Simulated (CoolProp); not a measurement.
Properties of R124 along the isobar 0.101 MPa.

The numbers come from the reference Helmholtz-energy equation of state, de Vries 1995 in CoolProp.

```csv
T (K),phase,cv (kJ/(kg K)),speed of sound (m/s),conductivity (mW/(m K)),Prandtl number
369,gas,0.7635,154.2,19.0,0.698
378.2,gas,0.7752,156.2,19.8,0.695
387.3,gas,0.7868,158.1,20.6,0.692
396.5,gas,0.7984,160.0,21.4,0.689
405.7,gas,0.8099,161.8,22.3,0.686
414.9,gas,0.8214,163.7,23.2,0.684
424.1,gas,0.8329,165.5,24.1,0.681
433.3,gas,0.8443,167.2,25.0,0.678
442.4,gas,0.8555,169.0,25.9,0.676
451.6,gas,0.8669,170.7,26.8,0.673
460.8,gas,0.8782,172.4,27.7,0.671
470,gas,0.8894,174.1,28.7,0.668
```

Viscosity comes from a separate model (Bell 2016), an estimate that may be off by 10 % or more. Thermal conductivity comes from a separate model (Huber 2003), an estimate that may be off by 10 % or more.
